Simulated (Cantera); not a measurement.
## Low-pressure radical oxidation in H2/O2

A perfectly stirred reactor is fed with 5.93 % H2, 94.1 % O2, equivalence ratio 0.032, at 10.00 Torr; it is held at 1225 K, and followed from long to short residence time.

Model: GRI-Mech 3.0 (53 species, 325 reactions), integrated in Cantera. Radical loss at walls, strong at low pressure, is not modelled. The temperature is held fixed by assumption; the heat of reaction is taken as removed at once.

```tsv
τ (s)	x H2	x O2	x O	x H2O	x H2O2
1.7	0.000144	0.936	0.00250	0.0601	6.86e-8
0.83	0.000223	0.934	0.00394	0.0598	7.92e-8
0.41	0.000338	0.932	0.00606	0.0592	8.91e-8
0.20	0.000512	0.928	0.00919	0.0584	9.80e-8
0.10	0.000755	0.924	0.0132	0.0573	1.05e-7
0.050	0.00110	0.918	0.0182	0.0557	1.11e-7
0.025	0.00159	0.912	0.0232	0.0538	1.18e-7
0.012	0.00238	0.907	0.0275	0.0514	1.29e-7
0.0060	0.00362	0.904	0.0295	0.0487	1.46e-7
0.0030	0.00577	0.903	0.0291	0.0454	1.72e-7
0.0015	0.00956	0.905	0.0266	0.0409	2.06e-7
```
x: mole fraction; the columns are a selection and need not sum to one.
